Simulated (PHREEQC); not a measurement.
A solution holds 16 mmol/kgw CuSO4 and 1.7 mmol/kgw HCl, at 45 °C. Closed to the air; pH follows from the charge balance.

The numbers come from PHREEQC with the ion-association model, wateq4f.dat.

| Item | Result |
|---|---|
| pH | 3.08 |
| ionic strength | 0.0422 mol/kgw |
| total alkalinity | -1.70 meq/kg |

| species | molality | activity | log γ |
|---|---|---|---|
| Cu+2 | 0.0105 | 0.00514 | -0.309 |
| SO4-2 | 0.00980 | 0.00462 | -0.326 |
| CuSO4 | 0.00547 | 0.00553 | 0.004 |
| Cl- | 0.00164 | 0.00134 | -0.087 |
| H+ | 0.000974 | 0.000834 | -0.067 |
| HSO4- | 0.000726 | 0.000599 | -0.083 |
| CuCl+ | 5.67e-5 | 4.66e-5 | -0.085 |
| CuOH+ | 7.50e-8 | 6.16e-8 | -0.085 |
| CuCl2 | 4.08e-8 | 4.12e-8 | 0.004 |
| Cu2(OH)2+2 | 2.31e-8 | 1.07e-8 | -0.334 |

No solid was allowed to form. Complexes and solids missing from the database can't appear. Away from 25 °C the constants follow the database's enthalpies or fits; those with neither stay at their 25 °C values.
